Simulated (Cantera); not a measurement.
Charge: 1 mol PbO, 0.22 mol H2O, 0.31 mol O2, equilibrated at 1675 K and 24.0 Torr.

Method: chemical equilibrium by Gibbs-energy minimisation in Cantera with the NASA 1993 tables (ideal gas, pure condensed phases). Candidate condensed phases: H2O, Pb, PbO, PbO2, Pb3O4; 12 gas species. Gases not in the tables: (PbO)n polymers. Kinetics and transport are ignored.

Base state: PbO 0.537, O2 0.237, H2O 0.137, Pb 0.0881, OH 0.000874, O 9.31e-5, H2 2.42e-5 (mole fractions); condensed: gas only.

**Question.** What changes in the equilibrium state with this change: temperature from 1675 K to 1398 K?

**Answer.** 
```
species        before     after
-----------  --------  --------
O2              0.237     0.545
H2O             0.137     0.386
PbO             0.537    0.0679
Pb             0.0881   0.00121
O             9.31e-5   3.78e-6
H2            2.42e-5   1.28e-6
OH           0.000874  0.000178
PbO(l), mol         0     0.961
```

**Question.** What changes in the equilibrium state with this change: temperature from 1675 K to 798 K?

**Answer.** 
```csv
species,before,after
O2,0.237,0.585
H2O,0.137,0.415
OH,0.000874,5.11e-9
PbO,0.537,1.97e-9
Pb,0.0881,<1e-9
O,9.31e-5,<1e-9
H2,2.42e-5,<1e-9
"PbO(yellow), mol",0,1.00
```

**Question.** What changes in the equilibrium state with this change: 0.028 mol CH4 added?

**Answer.** 
```
species   before    after
-------  -------  -------
PbO        0.537    0.519
O2         0.237    0.201
H2O        0.137    0.168
CO2            0   0.0171
Pb        0.0881   0.0926
CO             0  1.09e-5
H2       2.42e-5  3.23e-5
O        9.31e-5  8.57e-5
```
Further candidate phases: C, C6H6, C7H8, C8H18.
